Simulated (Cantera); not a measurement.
Input: 1 mol CuF2, 7.6 mol H2O, 1.4 mol H2, at 1850 K and 133 Pa.

Cantera equilibrium calculation (NASA polynomials, part measured and part estimated; ideal gas, pure solids and liquids). Rates play no part.

```tsv
species	before	after
H2O	0.681	0.547
HF	0.180	0.168
H2	0.0405	0.0913
H	0.00297	0.0404
O	0.000206	0.0101
O2	0.00152	0.0256
OH	0.00369	0.0325
Cu	0.0890	0.0839
F	2.80e-6	5.89e-5
Cu2	2.63e-5	3.49e-6
CuF	0.00141	0.000397
CuO	1.58e-5	4.48e-5
```
Gas species are given as mole fractions.

Question: What was changed between the two runs?
A. temperature from 1850 K to 2175 K
B. H2O from 7.6 to 13 mol
C. H2 from 1.4 to 0.17 mol
D. temperature from 1850 K to 1450 K

Answer: A, temperature from 1850 K to 2175 K
